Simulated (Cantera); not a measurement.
Feed: 1 mol CO2, 8.2 mol H2O, 0.26 mol N2, equilibrated at 3275 K.

Method: chemical equilibrium by Gibbs-energy minimisation in Cantera with the NASA 1993 tables (ideal gas, pure condensed phases). Candidate condensed phases: C, C6H6, C7H8, C8H18, H2O; 136 gas species. Rates play no part.

Question: At 29.3 Torr, list the 4 most abundant gas species with their mole fractions, and the condensed phases.

Answer: H 0.480, O 0.254, H2 0.0766, OH 0.0681. Condensed: gas only.
